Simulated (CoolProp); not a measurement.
Sulfur dioxide along the isobar 17800 kPa: fugacity coefficient from the reference equation and from simpler models built on Tc = 430.6 K, pc = 7887 kPa, ω = 0.256; each cubic takes its own stable root.

Model: reference Helmholtz-energy equation of state, Gao 2016, in CoolProp.

| T (K) | phase | reference | Redlich-Kwong | Soave-Redlich-Kwong | Peng-Robinson |
|---|---|---|---|---|---|
| 337.5 | liquid | 0.08127 | [?] | 0.08612 | 0.08143 |
| 364.3 | liquid | 0.1397 | 0.1762 | 0.1486 | [?] |
| 391.1 | liquid | [?] | 0.2517 | 0.2304 | 0.2171 |
| 417.9 | liquid | [?] | 0.3352 | 0.3271 | 0.3083 |
| 444.7 | supercritical | [?] | 0.4211 | [?] | 0.4063 |
| 471.4 | supercritical | 0.5082 | 0.5035 | 0.5304 | 0.5007 |
| 498.2 | supercritical | [?] | 0.5775 | 0.6172 | 0.5832 |
| 525 | supercritical | 0.6681 | [?] | 0.6880 | 0.6513 |

### Question
Some entries are withheld; supply them.

### Answer

- 337.5, Redlich-Kwong: 0.1128
- 364.3, Peng-Robinson: 0.1402
- 391.1, reference: 0.2164
- 417.9, reference: 0.3081
- 444.7, reference: 0.4085
- 444.7, Soave-Redlich-Kwong: 0.4307
- 498.2, reference: 0.5967
- 525, Redlich-Kwong: 0.6398
